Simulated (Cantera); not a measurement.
## Ignition delay

Mixture: C2H4 : O2 : N2 : CO2 = 1 : 2.14 : 8.06 : 0.89 (molar parts), at 38.0 bar, adiabatic and at constant pressure. Ignition delay is the time to a rise of 400 K.

Model: GRI-Mech 3.0 (53 species, 325 reactions), integrated in Cantera. GRI-Mech 3.0 was tuned for natural gas; its chemistry of ethylene as a main component is partial and can be far from experiment. The pressure lies above the range GRI-Mech 3.0 was tuned for (to about 10 atm).

```csv
T0 (K),delay (ms)
1150,2.30
1225,0.584
1300,0.137
1375,0.0343
1450,0.00994
1525,0.00342
1600,0.00154
```

| Quantity | Value |
|---|---|
| apparent activation energy between 1450 and 1600 K | 240 kJ/mol |
